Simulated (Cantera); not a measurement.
A Cantera script and its output.

```python
import numpy as np
import cantera as ct

gas = ct.Solution("h2o2.yaml")
gas.TPX = 1050, 1300, {'H2': 0.016, 'O2': 1, 'N2': 0.32}
reactor = ct.IdealGasConstPressureReactor(gas, energy="off", clone=False)
net = ct.ReactorNet([reactor])
net.rtol, net.atol = 1e-08, 1e-18
show = ['H2', 'O2', 'OH', 'HO2', 'H2O2', 'O']
times = np.geomspace(8e-05, 6, 11)

steps = ct.SolutionArray(gas, extra=["t"])
rows = []
print(f"{'t/s':>10s}{'T/K':>9s}{'P/Pa':>11s}" + "".join(f"{s:>11s}" for s in show))
for t in times:
    while net.time < t:
        t_next = net.step()
        steps.append(gas.state, t=t_next)
    rows.append([np.interp(t, steps.t, y) for y in (steps.T, steps.P, *steps(*show).X.T)])
    print(f"{t:10.3e}{rows[-1][0]:9.1f}{rows[-1][1]:11.4g}" + "".join(f"{x:11.3e}" for x in rows[-1][2:]))
rate = np.gradient(steps.T, steps.t)
print("integrator steps:", len(steps.t))
if steps.T.max() > steps.T[0] + 200:
    print(f"time of steepest temperature rise: {steps.t[rate.argmax()]:.4e} s")
gas.TPX = 1050, 1300, {'H2': 0.016, 'O2': 1, 'N2': 0.32}
gas.equilibrate("TP")
print(f"equilibrium (TP): T = {gas.T:.1f} K  " + "  ".join(f"{s} {gas[s].X[0]:.3e}" for s in show))
```

Output:

```
       t/s      T/K       P/Pa         H2         O2         OH        HO2       H2O2          O
 8.000e-05   1050.0       1300  1.198e-02  7.485e-01  6.137e-12  2.500e-11  2.146e-16  6.431e-12
 2.458e-04   1050.0       1300  1.198e-02  7.485e-01  3.907e-11  7.704e-11  2.031e-15  4.505e-11
 7.553e-04   1050.0       1300  1.198e-02  7.485e-01  2.067e-10  2.383e-10  1.924e-14  2.949e-10
 2.321e-03   1050.0       1300  1.198e-02  7.485e-01  2.208e-09  7.655e-10  1.852e-13  3.811e-09
 7.130e-03   1050.0       1300  1.197e-02  7.485e-01  9.109e-07  2.109e-08  5.040e-12  1.617e-06
 2.191e-02   1050.0       1300  3.249e-04  7.399e-01  7.928e-04  2.358e-06  5.046e-08  7.300e-03
 6.732e-02   1050.0       1300  5.037e-05  7.427e-01  3.927e-04  1.511e-06  2.192e-08  4.581e-03
 2.068e-01   1050.0       1300  1.558e-05  7.456e-01  2.178e-04  9.116e-07  2.067e-08  1.437e-03
 6.355e-01   1050.0       1300  2.616e-06  7.467e-01  9.062e-05  3.606e-07  1.586e-08  2.499e-04
 1.953e+00   1050.0       1300  3.394e-07  7.469e-01  3.358e-05  9.730e-08  8.154e-09  3.400e-05
 6.000e+00   1050.0       1300  4.763e-08  7.470e-01  1.291e-05  2.125e-08  2.742e-09  4.982e-06
integrator steps: 1494
equilibrium (TP): T = 1050.0 K  H2 4.451e-11  O2 7.470e-01  OH 4.130e-07  HO2 6.055e-10  H2O2 6.154e-12  O 5.102e-09
```

Computed with Cantera and the H2/O2 subset of GRI-Mech 3.0, which has no nitrogen chemistry. Radical loss at walls, strong at low pressure, is not modelled.
